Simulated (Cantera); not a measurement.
An isothermal, constant-pressure homogeneous reactor starts with NO : N2 = 1 : 0.12 (molar parts), at 1600 K and 9.75 Torr. Integrator tolerance rtol = 1e-08.

Detailed kinetics in Cantera: GRI-Mech 3.0 (53 species, 325 reactions). Radical loss at walls, strong at low pressure, is not modelled.

Question: What does this change do: 0.043 parts H2O added?

Answer: 
```json
[
 {"quantity": "x(NO) at 300 s", "before": "0.718 (gas-phase equilibrium 0.00237)", "after": "0.694 (gas-phase equilibrium 0.00228)"},
 {"quantity": "x(N2O) at 300 s", "before": "0.000146 (gas-phase equilibrium 1.35e-8)", "after": "0.000105 (gas-phase equilibrium 1.28e-8)"},
 {"quantity": "x(NO2) at 300 s", "before": "0.000197 (gas-phase equilibrium 1.58e-6)", "after": "0.000188 (gas-phase equilibrium 1.49e-6)"},
 {"quantity": "x(O2) at 300 s", "before": "0.0873 (gas-phase equilibrium 0.445)", "after": "0.0826 (gas-phase equilibrium 0.429)"},
 {"quantity": "x(N2) at 300 s", "before": "0.194 (gas-phase equilibrium 0.552)", "after": "0.186 (gas-phase equilibrium 0.532)"},
 {"quantity": "x(O) at 300 s", "before": "4.27e-5 (gas-phase equilibrium 8.54e-5)", "after": "4.01e-5 (gas-phase equilibrium 8.38e-5)"}
]
```

Question: What does this change do: pressure from 9.75 Torr to 21.0 Torr?

Answer: 
| quantity | before | after |
|---|---|---|
| x(NO) at 300 s | 0.718 (gas-phase equilibrium 0.00237) | 0.586 (gas-phase equilibrium 0.00237) |
| x(N2O) at 300 s | 0.000146 (gas-phase equilibrium 1.35e-8) | 0.000100 (gas-phase equilibrium 1.98e-8) |
| x(NO2) at 300 s | 0.000197 (gas-phase equilibrium 1.58e-6) | 0.000326 (gas-phase equilibrium 2.32e-6) |
| x(O2) at 300 s | 0.0873 (gas-phase equilibrium 0.445) | 0.153 (gas-phase equilibrium 0.445) |
| x(N2) at 300 s | 0.194 (gas-phase equilibrium 0.552) | 0.260 (gas-phase equilibrium 0.552) |
| x(O) at 300 s | 4.27e-5 (gas-phase equilibrium 8.54e-5) | 3.60e-5 (gas-phase equilibrium 5.82e-5) |
